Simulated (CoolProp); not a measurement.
The fluid at 429.06 K and 1.73 MPa flows at 0.24 m/s in a round tube of 50 mm bore and 0.25 µm roughness, fully developed (64/Re and Nu = 3.66 if laminar; Colebrook and Gnielinski if turbulent). The same conditions are run with several fluids, on thermodynamics alone (safety and materials aside).

Computed with CoolProp (reference Helmholtz-energy equation of state of each fluid (ethanol: Schroeder 2014; toluene: Lemmon 2006; m-xylene: Zhou 2012; n-octane: Beckmüller 2019; p-xylene: Zhou 2012)).

```json
[
 {"fluid": "ethanol", "Reynolds number": "?", "Darcy friction factor": "0.0211", "pressure drop (Pa/m)": "7.79", "heat-transfer coefficient (W/(m² K))": "740", "mass flow (kg/h)": "1090"},
 {"fluid": "toluene", "Reynolds number": "47500", "Darcy friction factor": "0.0212", "pressure drop (Pa/m)": "?", "heat-transfer coefficient (W/(m² K))": "488", "mass flow (kg/h)": "1240"},
 {"fluid": "m-xylene", "Reynolds number": "44700", "Darcy friction factor": "0.0214", "pressure drop (Pa/m)": "9.15", "heat-transfer coefficient (W/(m² K))": "480", "mass flow (kg/h)": "1260"},
 {"fluid": "n-octane", "Reynolds number": "?", "Darcy friction factor": "0.0216", "pressure drop (Pa/m)": "7.29", "heat-transfer coefficient (W/(m² K))": "453", "mass flow (kg/h)": "993"},
 {"fluid": "p-xylene", "Reynolds number": "44700", "Darcy friction factor": "0.0214", "pressure drop (Pa/m)": "9.12", "heat-transfer coefficient (W/(m² K))": "477", "mass flow (kg/h)": "1250"}
]
```

Q: Complete the blanks.

A: 
- ethanol, Reynolds number: 48200
- toluene, pressure drop (Pa/m): 8.93
- n-octane, Reynolds number: 42900

Transport values come from each fluid's own correlations.
